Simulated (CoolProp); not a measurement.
Vapour-liquid equilibrium of R134a (1) + R236FA (2) at 50.45 °C; x and y are mole fractions of (1).

Computed with CoolProp (multi-fluid Helmholtz-energy mixture model, Tillner-Roth 1994 and Pan 2012; pair parameters Bell 2016).

Question: Give the bubble pressure and the first vapour's composition at x = 0.05, 0.5, 0.725. Is there an azeotrope?

Answer: x = 0.05: 6.229 bar, y = 0.091; x = 0.5: 9.352 bar, y = 0.650; x = 0.725: 11.07 bar, y = 0.829. No azeotrope shows between x = 0.05 and 0.95.

Pair parameters are fitted to limited data, so mixtures are less certain than the pure fluids.
